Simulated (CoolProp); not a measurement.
Properties of C3F8 (R218) along the isotherm 318.2 K (Tc = 345.0 K, pc = 2640 kPa, ω = 0.317).

Model: reference Helmholtz-energy equation of state, Lemmon 2006, in CoolProp. It is a short technical equation, of lower accuracy than the large ones.

```csv
p (kPa),phase,cv (kJ/(kg K)),expansivity (1/kK)
88,gas,0.7764,3.309
176,gas,0.7792,3.493
264,gas,___,___
352,gas,0.7855,___
440,gas,0.7889,4.179
528,gas,___,4.467
616,gas,0.7965,4.795
704,gas,___,5.171
792,gas,0.8054,5.608
880,gas,0.8105,6.122
968,gas,0.8160,6.736
1060,gas,0.8223,___
1140,gas,0.8285,8.370
1230,gas,___,9.589
1320,gas,___,11.24
```

Problem. Fill in the missing entries.

Solution. 
- 264, cv (kJ/(kg K)): 0.7822
- 264, expansivity (1/kK): 3.697
- 352, expansivity (1/kK): 3.924
- 528, cv (kJ/(kg K)): 0.7926
- 704, cv (kJ/(kg K)): 0.8008
- 1060, expansivity (1/kK): 7.522
- 1230, cv (kJ/(kg K)): 0.8362
- 1320, cv (kJ/(kg K)): 0.8451
